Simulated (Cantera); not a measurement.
A freely propagating, adiabatic, planar premixed flame of 9.78 % CH4, 15.1 % O2, 75.2 % N2, unburnt at 650 K and 9.87 atm; mixture-averaged transport, grid criteria slope 0.08 and curve 0.16, no radiation.

Model: GRI-Mech 3.0 (53 species, 325 reactions), integrated in Cantera. Burning velocities carry a grid error of a few per cent, more on coarse grids.

Question: Predict: laminar burning velocity; thermal thickness; peak x(H2O2); peak x(HCN); peak x(OH).

Answer: 
```json
{
  "laminar_burning_velocity": "19.7 cm/s",
  "thermal_thickness": "0.169 mm",
  "peak x(H2O2)": "4.38e-5",
  "peak x(HCN)": "1.61e-5",
  "peak x(OH)": "0.000237"
}
```
